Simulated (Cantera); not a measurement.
Mixture: CH₄ : O₂ : N₂ : H₂O = 1 : 2.56 : 9.64 : 3.6 (molar parts), at 3750 Torr, adiabatic and at constant volume. Ignition delay is the time to a rise of 400 K.

Detailed kinetics in Cantera: GRI-Mech 3.0 (53 species, 325 reactions).

Predict: delay at 1150 K; delay at 1250 K; delay at 1350 K; delay at 1450 K; delay at 1550 K; apparent activation energy between 1450 and 1550 K.


| Item | Result |
|---|---|
| delay at 1150 K | 19.3 ms |
| delay at 1250 K | 5.87 ms |
| delay at 1350 K | 2.00 ms |
| delay at 1450 K | 0.713 ms |
| delay at 1550 K | 0.263 ms |
| apparent activation energy between 1450 and 1550 K | 190 kJ/mol |
